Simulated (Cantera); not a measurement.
Cantera run, input and output.

```python
import numpy as np
import cantera as ct

surf = ct.Interface("diamond.yaml", "diamond_100")
gas, bulk = surf.adjacent["gas"], surf.adjacent["diamond"]
k = surf.kinetics_species_index(bulk.species_names[0])
cover = ["c6HH", "c6H*", "c6*H", "c6**", "c6HM", "c6B"]

rows, drift = [], 0.0
print(f"{'T':>10s}{'um/h':>11s}" + "".join(f"{s:>11s}" for s in cover))
for v in [950, 1025, 1100, 1175, 1250, 1325, 1400]:
    T, P, xH, xCH3 = v, 29000, 0.0016, 1.1e-05
    gas.TPX = T, P, {"H": xH, "CH3": xCH3, "CH4": 0.015, "H2": 1 - xH - xCH3 - 0.015}
    surf.TP = bulk.TP = T, P
    surf.coverages = "c6H*:0.1, c6HH:0.9"
    surf.advance_coverages(100.0)
    before = surf.coverages
    surf.advance_coverages(100.0)
    drift = max(drift, np.max(np.abs(surf.coverages - before) / (surf.coverages + 1e-9)))
    rate = surf.net_production_rates[k] * bulk.mean_molecular_weight / bulk.density * 3.6e9
    rows.append([rate, *surf[cover].coverages])
    print(f"{v:10.4g}{rate:11.4e}" + "".join(f"{x:11.3e}" for x in rows[-1][1:]))
```

It prints:

```
         T       um/h       c6HH       c6H*       c6*H       c6**       c6HM        c6B
       950 1.2986e+00  6.408e-01  1.410e-02  3.327e-01  6.487e-03  4.548e-03  3.524e-09
      1025 1.7761e+00  5.748e-01  2.047e-02  3.894e-01  1.093e-02  3.184e-03  4.820e-09
      1100 2.0300e+00  5.165e-01  2.762e-02  4.362e-01  1.664e-02  2.021e-03  5.508e-09
      1175 1.6606e+00  4.676e-01  3.520e-02  4.723e-01  2.321e-02  9.536e-04  4.506e-09
      1250 9.9981e-01  4.286e-01  4.284e-02  4.980e-01  2.998e-02  3.053e-04  2.713e-09
      1325 6.5437e-01  3.992e-01  5.022e-02  5.142e-01  3.624e-02  8.001e-05  1.776e-09
      1400 5.3868e-01  3.789e-01  5.716e-02  5.223e-01  4.145e-02  2.028e-05  1.462e-09
```

Cantera simulation using the Harris–Goodwin 1993 mechanism for the reconstructed diamond (100) surface; the numbers are that mechanism's predictions, not measurements.
